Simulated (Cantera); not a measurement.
An isothermal plug-flow reactor at 625 K and 1.00 bar (inlet), inlet velocity 3.4 m/s, active area per volume 250 1/m; feed 1.88 % H₂, 5.19 % O₂, 87.3 % N₂, 5.64 % H₂O, equivalence ratio 0.18.

Detailed kinetics in Cantera: Deutschmann's 1995 Pt surface mechanism with GRI-Mech 3.0 gas chemistry. Catalytic surfaces can have several steady states; this one follows from the mechanism file's or the stated starting coverage. Mass transfer to the wall is taken as infinitely fast.

Question: Predict: x(H₂) at z = 0.0089 m; x(O₂) at z = 0.0089 m; x(H₂O) at z = 0.0089 m; θ(free Pt) at the exit; θ(O*) at the exit; θ(OH*) at the exit.

Answer: 
```
Item                      Value
----------------------  -------
x(H₂) at z = 0.0089 m   0.00125
x(O₂) at z = 0.0089 m    0.0435
x(H₂O) at z = 0.0089 m   0.0746
θ(free Pt) at the exit   0.0483
θ(O*) at the exit         0.932
θ(OH*) at the exit       0.0201
```
